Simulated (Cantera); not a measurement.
Input (Python, Cantera):

```python
import numpy as np
import cantera as ct

gas = ct.Solution("gri30.yaml")
gas.TPX = 850, 38000, {'CO': 0.013, 'O2': 0.0054, 'H2O': 0.017, 'N2': 1}
reactor = ct.IdealGasConstPressureReactor(gas, energy="off", clone=False)
net = ct.ReactorNet([reactor])
net.rtol, net.atol = 1e-08, 1e-18
show = ['CO', 'O2', 'H2O', 'HO2', 'CO2', 'H2', 'NO2']
times = np.geomspace(8e-06, 40, 9)

steps = ct.SolutionArray(gas, extra=["t"])
rows = []
print(f"{'t/s':>10s}{'T/K':>9s}{'P/Pa':>11s}" + "".join(f"{s:>11s}" for s in show))
for t in times:
    while net.time < t:
        t_next = net.step()
        steps.append(gas.state, t=t_next)
    rows.append([np.interp(t, steps.t, y) for y in (steps.T, steps.P, *steps(*show).X.T)])
    print(f"{t:10.3e}{rows[-1][0]:9.1f}{rows[-1][1]:11.4g}" + "".join(f"{x:11.3e}" for x in rows[-1][2:]))
rate = np.gradient(steps.T, steps.t)
print("integrator steps:", len(steps.t))
if steps.T.max() > steps.T[0] + 200:
    print(f"time of steepest temperature rise: {steps.t[rate.argmax()]:.4e} s")
gas.TPX = 850, 38000, {'CO': 0.013, 'O2': 0.0054, 'H2O': 0.017, 'N2': 1}
gas.equilibrate("TP")
print(f"equilibrium (TP): T = {gas.T:.1f} K  " + "  ".join(f"{s} {gas[s].X[0]:.3e}" for s in show))
```

It prints:

```
       t/s      T/K       P/Pa         CO         O2        H2O        HO2        CO2         H2        NO2
 8.000e-06    850.0    3.8e+04  1.256e-02  5.215e-03  1.642e-02  7.036e-19  3.613e-15  3.946e-23  1.020e-43
 5.501e-05    850.0    3.8e+04  1.256e-02  5.215e-03  1.642e-02  5.131e-18  2.488e-14  1.036e-20  1.424e-41
 3.783e-04    850.0    3.8e+04  1.256e-02  5.215e-03  1.642e-02  2.497e-16  1.740e-13  7.426e-18  7.929e-39
 2.601e-03    850.0    3.8e+04  1.256e-02  5.215e-03  1.642e-02  6.561e-14  1.374e-12  2.253e-15  3.861e-35
 1.789e-02    850.0    3.8e+04  1.256e-02  5.215e-03  1.642e-02  4.411e-12  1.689e-11  1.589e-13  8.492e-31
 1.230e-01    850.0    3.8e+04  1.256e-02  5.215e-03  1.642e-02  9.304e-11  3.130e-10  4.566e-12  5.888e-27
 8.459e-01    850.0    3.8e+04  1.256e-02  5.215e-03  1.642e-02  5.024e-09  3.116e-08  4.993e-10  9.232e-22
 5.817e+00    850.0    3.8e+04  1.249e-02  5.182e-03  1.642e-02  5.544e-07  6.760e-05  2.820e-06  3.183e-14
 4.000e+01    850.0    3.8e+04  1.155e-02  4.731e-03  1.638e-02  6.516e-07  1.013e-03  4.179e-05  1.167e-12
integrator steps: 475
equilibrium (TP): T = 850.0 K  CO 4.526e-04  O2 4.353e-23  H2O 1.482e-02  HO2 9.150e-28  CO2 1.217e-02  H2 1.683e-03  NO2 1.179e-28
```

Model: GRI-Mech 3.0 (53 species, 325 reactions), integrated in Cantera.
